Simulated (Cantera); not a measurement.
Feed: 1 mol Fe₃O₄, 1.4 mol H₂O, 7.6 mol N₂, 0.15 mol Cl₂, equilibrated at 427 °C and 0.133 bar.

Method: chemical equilibrium by Gibbs-energy minimisation in Cantera with the NASA 1993 tables (ideal gas, pure condensed phases). Candidate condensed phases: Fe, FeCl₂, FeCl₃, FeO, Fe(OH)₂, Fe(OH)₃, Fe₂O₃, Fe₃O₄, H₂O, NH₄Cl; 37 gas species. Condensed phases not in the tables: FeOCl. Equilibrium is a limit: real reactors are often held back by kinetics, nucleation or transport.

Question: What is the equilibrium state?

Answer: 
```json
{
  "x(N₂)": "0.831",
  "x(H₂O)": "0.137",
  "x(HCl)": "0.0328",
  "x(H₂)": "1.72e-6",
  "n(Fe₂O₃(s))": "0.450 mol",
  "n(Fe₃O₄(s))": "0.700 mol",
  "gas_amount": "9.150 mol",
  "log10 activity of FeCl₂(s) (absent)": "-1.72",
  "log10 activity of Fe(OH)₂(s) (absent)": "-7.05",
  "log10 activity of Fe(α) (absent)": "-7.73"
}
```
